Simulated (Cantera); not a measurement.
Input: 1 mol SiH4, 0.32 mol Cl2, 200 mol N2, equilibrated at 1648 K and 4.10 mbar.

Cantera equilibrium calculation (NASA polynomials, part measured and part estimated; ideal gas, pure solids and liquids). Candidate condensed phases: NH4Cl, Si, Si3N4; 28 gas species. Rates play no part.

Base state: N2 0.988, H2 0.00881, HCl 0.00209, SiCl2 0.000527, H 0.000131, Cl 2.42e-5, Si 1.89e-5 (mole fractions); condensed: Si3N4(s).

### Question
What changes in the equilibrium state with this change: SiH4 replaced by SiCl4?

### Answer
```
species          before    after
-------------  --------  -------
N2                0.988    0.986
Cl              2.42e-5  0.00883
SiCl2          0.000527  0.00224
H2              0.00881        0
HCl             0.00209        0
SiCl4           2.60e-9  0.00147
Si3N4(s), mol     0.296        0
```
The tables' values for SiCl3 are old estimates; treat these amounts as uncertain.
